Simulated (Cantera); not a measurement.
A closed system holds: 1 mol SiCl4, 110 mol H2, equilibrated at 1 atm.

Equilibrium computed with Cantera from the NASA thermochemical tables; the gas is ideal and each condensed phase is pure. Candidate condensed phases: Si; 19 gas species. The tables' values for SiCl3 are old estimates; treat these amounts as uncertain. Rates play no part.

x: gas mole fraction; n: condensed amount in mol.

| T (°C) | x H2 | x HCl | x SiHCl3 | x SiCl4 | x SiCl2 | n Si(s) |
|---|---|---|---|---|---|---|
| 750 | 0.985 | 0.00631 | 0.00463 | 0.00350 | 6.98e-5 | 0 |
| 775 | 0.984 | 0.00752 | 0.00443 | 0.00331 | 0.000107 | 0.0363 |
| 800 | 0.983 | 0.00892 | 0.00418 | 0.00309 | 0.000157 | 0.0792 |
| 825 | 0.982 | 0.0105 | 0.00390 | (withheld) | 0.000226 | 0.126 |
| 850 | 0.980 | 0.0121 | 0.00361 | (withheld) | 0.000315 | 0.175 |
| 875 | 0.979 | 0.0138 | 0.00329 | (withheld) | 0.000429 | 0.226 |
| 900 | 0.978 | 0.0156 | 0.00296 | (withheld) | 0.000569 | 0.279 |
| 925 | 0.977 | 0.0175 | 0.00261 | (withheld) | 0.000735 | 0.331 |
| 950 | 0.975 | 0.0192 | 0.00226 | (withheld) | 0.000924 | 0.382 |
| 975 | 0.974 | 0.0209 | 0.00192 | (withheld) | 0.00113 | 0.430 |
| 1000 | 0.973 | 0.0225 | 0.00160 | (withheld) | 0.00135 | 0.473 |

Question: Some entries are withheld; supply them.

Answer: 
- 825, x SiCl4: 0.00286
- 850, x SiCl4: 0.00260
- 875, x SiCl4: 0.00232
- 900, x SiCl4: 0.00203
- 925, x SiCl4: 0.00173
- 950, x SiCl4: 0.00145
- 975, x SiCl4: 0.00117
- 1000, x SiCl4: 0.000927
